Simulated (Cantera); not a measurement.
A perfectly stirred reactor is fed with C₂H₆ : N₂ = 1 : 4.3 (molar parts), at 1330 Pa; it is held at 1800 K, and followed from long to short residence time.

Computed with Cantera and GRI-Mech 3.0 (53 species, 325 reactions). GRI-Mech 3.0 stops at C3 and has no aromatics, soot or wall deposition, so with more carbon than oxygen in the feed, carbon stays in small species such as C2H2 where larger ones or solid carbon would form. Radical loss at walls, strong at low pressure, is not modelled.

Task: What does this change do: pressure from 1330 Pa to 3000 Pa?

Result: 
```json
[
 {"quantity": "x(C₂H₆) at τ = 1.70 s", "before": "1.66e-5", "after": "9.84e-6"},
 {"quantity": "x(C₂H₄) at τ = 1.70 s", "before": "0.000117", "after": "8.68e-5"},
 {"quantity": "x(CH₂) at τ = 1.70 s", "before": "5.40e-6", "after": "2.91e-6"},
 {"quantity": "x(CH₃) at τ = 1.70 s", "before": "0.000907", "after": "0.000598"},
 {"quantity": "x(H₂) at τ = 1.70 s", "before": "0.263", "after": "0.265"},
 {"quantity": "x(C₂H₆) at τ = 9.80 ms", "before": "0.00247", "after": "0.00140"},
 {"quantity": "x(C₂H₄) at τ = 9.80 ms", "before": "0.00982", "after": "0.00605"},
 {"quantity": "x(CH₂) at τ = 9.80 ms", "before": "4.74e-5", "after": "3.04e-5"},
 {"quantity": "x(CH₃) at τ = 9.80 ms", "before": "0.0118", "after": "0.00762"},
 {"quantity": "x(H₂) at τ = 9.80 ms", "before": "0.191", "after": "0.207"}
]
```

Task: What does this change do: pressure from 1330 Pa to 100000 Pa?

Result: 
```csv
quantity,before,after
x(C₂H₆) at τ = 1.70 s,1.66e-5,2.47e-6
x(C₂H₄) at τ = 1.70 s,0.000117,0.000837
x(CH₂) at τ = 1.70 s,5.40e-6,7.70e-8
x(CH₃) at τ = 1.70 s,0.000907,9.63e-5
x(H₂) at τ = 1.70 s,0.263,0.265
x(C₂H₆) at τ = 9.80 ms,0.00247,0.000276
x(C₂H₄) at τ = 9.80 ms,0.00982,0.00205
x(CH₂) at τ = 9.80 ms,4.74e-5,1.17e-6
x(CH₃) at τ = 9.80 ms,0.0118,0.000953
x(H₂) at τ = 9.80 ms,0.191,0.226
```

Task: What does this change do: N2 4.3 to 13 parts?

Result: 
| quantity | before | after |
|---|---|---|
| x(C₂H₆) at τ = 1.70 s | 1.66e-5 | 9.17e-6 |
| x(C₂H₄) at τ = 1.70 s | 0.000117 | 5.80e-5 |
| x(CH₂) at τ = 1.70 s | 5.40e-6 | 4.97e-6 |
| x(CH₃) at τ = 1.70 s | 0.000907 | 0.000530 |
| x(H₂) at τ = 1.70 s | 0.263 | 0.120 |
| x(C₂H₆) at τ = 9.80 ms | 0.00247 | 0.00133 |
| x(C₂H₄) at τ = 9.80 ms | 0.00982 | 0.00509 |
| x(CH₂) at τ = 9.80 ms | 4.74e-5 | 4.66e-5 |
| x(CH₃) at τ = 9.80 ms | 0.0118 | 0.00686 |
| x(H₂) at τ = 9.80 ms | 0.191 | 0.0867 |
